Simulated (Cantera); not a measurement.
N2O furnace oxynitridation

An isothermal, constant-pressure homogeneous reactor starts with N2O : O2 = 1 : 0.17 (molar parts), at 1525 K and 1.01 bar.

Computed with Cantera and GRI-Mech 3.0 (53 species, 325 reactions). GRI-Mech 3.0 was tuned for natural gas; its chemistry of N2O as a main component is partial and can be far from experiment. The temperature is held fixed by assumption; the heat of reaction is taken as removed at once.

| t (s) | x N2O | x O2 | x NO2 | x NO | x N2 |
|---|---|---|---|---|---|
| 5.00e-5 | 0.850 | 0.146 | 3.38e-7 | 0.000776 | 0.00267 |
| 0.000117 | 0.844 | 0.147 | 1.83e-6 | 0.00186 | 0.00628 |
| 0.000272 | 0.831 | 0.150 | 8.75e-6 | 0.00434 | 0.0146 |
| 0.000633 | 0.800 | 0.157 | 3.50e-5 | 0.00988 | 0.0332 |
| 0.00148 | 0.735 | 0.170 | 0.000108 | 0.0217 | 0.0732 |
| 0.00344 | 0.608 | 0.197 | 0.000257 | 0.0442 | 0.151 |
| 0.00802 | 0.408 | 0.240 | 0.000486 | 0.0783 | 0.274 |
| 0.0187 | 0.187 | 0.289 | 0.000713 | 0.112 | 0.412 |
| 0.0436 | 0.0463 | 0.323 | 0.000812 | 0.126 | 0.503 |
| 0.102 | 0.00393 | 0.336 | 0.000809 | 0.127 | 0.532 |
| 0.237 | 2.68e-5 | 0.337 | 0.000802 | 0.127 | 0.535 |
| 0.552 | 5.43e-6 | 0.337 | 0.000801 | 0.127 | 0.535 |
| 1.29 | 5.40e-6 | 0.337 | 0.000799 | 0.126 | 0.535 |
| 3.00 | 5.33e-6 | 0.338 | 0.000794 | 0.126 | 0.536 |
x: mole fraction; the columns are a selection and need not sum to one.

Equilibrium at this temperature and pressure: N2O 8.90e-8, O2 0.400, NO2 1.15e-5, NO 0.00167, N2 0.598 (gas phase only).
